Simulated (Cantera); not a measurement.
Input (Python, Cantera):

```python
import numpy as np
import cantera as ct

gas = ct.Solution("gri30.yaml")


def delay(T, t_max=10):
    gas.TPX = T, 1600000, {'CH4': 1, 'C2H6': 0.065, 'C3H8': 0.048, 'O2': 2.47, 'N2': 9.28}
    reactor = ct.IdealGasConstPressureReactor(gas, clone=False)
    net = ct.ReactorNet([reactor])
    net.rtol, net.atol = 1e-8, 1e-16
    while net.time < t_max:
        t_old, T_old = net.time, reactor.T
        net.step()
        if reactor.T > T + 400:  # ignition: a rise of 400 K
            return t_old + (T + 400 - T_old) / (reactor.T - T_old) * (net.time - t_old)
    return np.nan


taus = []
for T in [1148, 1248, 1348, 1448, 1548, 1648]:
    taus.append(delay(T))
    print(f"T0 = {T:6g} K   tau = {taus[-1]:.4e} s")
```

Result:

```
T0 =   1148 K   tau = 1.6505e-03 s
T0 =   1248 K   tau = 4.9844e-04 s
T0 =   1348 K   tau = 1.6498e-04 s
T0 =   1448 K   tau = 5.9267e-05 s
T0 =   1548 K   tau = 2.3712e-05 s
T0 =   1648 K   tau = 1.0704e-05 s
```

Cantera simulation using GRI-Mech 3.0 (53 species, 325 reactions); the numbers are that mechanism's predictions, not measurements. The pressure lies above the range GRI-Mech 3.0 was tuned for (to about 10 atm).
